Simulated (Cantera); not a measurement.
Charge: 1 mol HMDSO, 0.39 mol H2O, 67 mol H2, equilibrated at 1100 K and 0.100 bar.

Cantera equilibrium calculation (NASA polynomials, part measured and part estimated; ideal gas, pure solids and liquids). Candidate condensed phases: C, C6H6, C7H8, C8H18, H2O, Si, SiC, SiO2; 123 gas species. The feed counts by its element totals alone. Mutual solubility and eutectic melting of coexisting phases are not modelled. Kinetics and transport are ignored.

Base state: H2 0.996, CH4 0.00356, CO 3.45e-5 (mole fractions); condensed: C(graphite) + SiC(s) + SiO2(β-quartz).

**Question.** What changes in the equilibrium state with this change: HMDSO replaced by Si2H6?

**Answer.** 
```json
[
 {"species": "H2", "before": "0.996", "after": "1.00"},
 {"species": "CH4", "before": "0.00356", "after": "0"},
 {"species": "CO", "before": "3.45e-5", "after": "0"},
 {"species": "C(graphite), mol", "before": "4.42", "after": "0"},
 {"species": "SiC(s), mol", "before": "1.31", "after": "0"},
 {"species": "SiO2(β-quartz), mol", "before": "0.694", "after": "0.195"},
 {"species": "Si(s), mol", "before": "0", "after": "1.80"}
]
```
